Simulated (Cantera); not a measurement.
Mixture: CH4 : O2 : N2 = 1 : 1.43 : 3.71 (molar parts), at 35000 Pa, adiabatic and at constant pressure. Ignition delay is the time to a rise of 400 K.

Computed with Cantera and GRI-Mech 3.0 (53 species, 325 reactions).

### Question
What does this change do: pressure from 35000 Pa to 100000 Pa?

### Answer
```csv
quantity,before,after
delay at 1125 K,0.306 s,0.124 s
delay at 1175 K,0.138 s,58.0 ms
delay at 1225 K,65.3 ms,28.3 ms
delay at 1275 K,32.2 ms,14.3 ms
delay at 1325 K,16.5 ms,7.48 ms
delay at 1375 K,8.83 ms,4.05 ms
apparent activation energy between 1275 and 1375 K,190 kJ/mol,180 kJ/mol
```

### Question
What does this change do: constant volume in place of constant pressure?

### Answer
| quantity | before | after |
|---|---|---|
| delay at 1125 K | 0.306 s | 0.291 s |
| delay at 1175 K | 0.138 s | 0.131 s |
| delay at 1225 K | 65.3 ms | 61.7 ms |
| delay at 1275 K | 32.2 ms | 30.3 ms |
| delay at 1325 K | 16.5 ms | 15.6 ms |
| delay at 1375 K | 8.83 ms | 8.33 ms |
| apparent activation energy between 1275 and 1375 K | 190 kJ/mol | 190 kJ/mol |
